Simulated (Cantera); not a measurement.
A closed system holds: 1 mol SiH2Cl2, 1.4 mol O3, a varied amount of N2O, equilibrated at 1325 K and 0.00133 bar.

Cantera equilibrium calculation (NASA polynomials, part measured and part estimated; ideal gas, pure solids and liquids). Candidate condensed phases: H2O, NH4Cl, Si, SiO2, Si2N2O, Si3N4; 47 gas species. The tables hold silica as quartz up to 1696 K and as liquid above; real silica turns to tridymite and cristobalite and melts near 1996 K. The numbers say what is thermodynamically allowed, not how fast it happens.

log p: log10 of the partial pressure in bar; n: condensed amount in mol.

```
n(N2O) (mol)  log p N2   log p HCl  log p O2    log p Cl   log p H2O  n SiO2(β-quartz)
------------  --------  ----------  --------  ----------  ----------  ----------------
1.3              -3.47       -3.33     -3.35       -4.35       -4.51              1.00
1.8              -3.39       -3.40     -3.35       -4.38       -4.56              1.00
2.3              -3.33       -3.45     -3.35       -4.42       -4.60              1.00
3.1              -3.28       -3.53     -3.35       -4.46       -4.65              1.00
4.1              -3.23       -3.60     -3.35       -4.51       -4.71              1.00
5.4              -3.19       -3.69     -3.35       -4.57       -4.78              1.00
7.2              -3.16       -3.79     -3.35       -4.63       -4.85              1.00
9.5              -3.14       -3.89     -3.35       -4.69       -4.92              1.00
13               -3.12  (withheld)     -3.35  (withheld)  (withheld)              1.00
17               -3.10       -4.12     -3.35       -4.84       -5.09              1.00
22               -3.09       -4.22     -3.35       -4.91       -5.16              1.00
29               -3.08  (withheld)     -3.35  (withheld)  (withheld)              1.00
39               -3.07       -4.47     -3.35       -5.07       -5.34              1.00
```

Q: Complete the blanks.

A: 
- 13, log p HCl: -4.01
- 13, log p Cl: -4.77
- 13, log p H2O: -5.01
- 29, log p HCl: -4.34
- 29, log p Cl: -4.98
- 29, log p H2O: -5.25
